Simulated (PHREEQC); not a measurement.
A solution holds 0.086 mol/kgw HF, 0.059 mol/kgw CsF and 4.6e-05 mol/kgw H2SiF6, at 25 °C. Closed to the air; pH follows from the charge balance.

Computed with PHREEQC (ion-association model, wateq4f.dat).

Precipitation was switched off in this run.

**Question.** Order these F species by the share of F that they hold, largest first: H2F2, HF2-, HF, SiF6-2, F-.

**Answer.** HF (39 %), F- (34 %), HF2- (15 %), H2F2 (12 %), SiF6-2 (0.19 %)

The pH is 3.01 and the ionic strength 0.0602 mol/kgw. wateq4f.dat counts part of the HF as a dimer, H2F2, which phreeqc.dat doesn't know; its constant is uncertain. SiF6-2 is the database's only silicon fluoride.
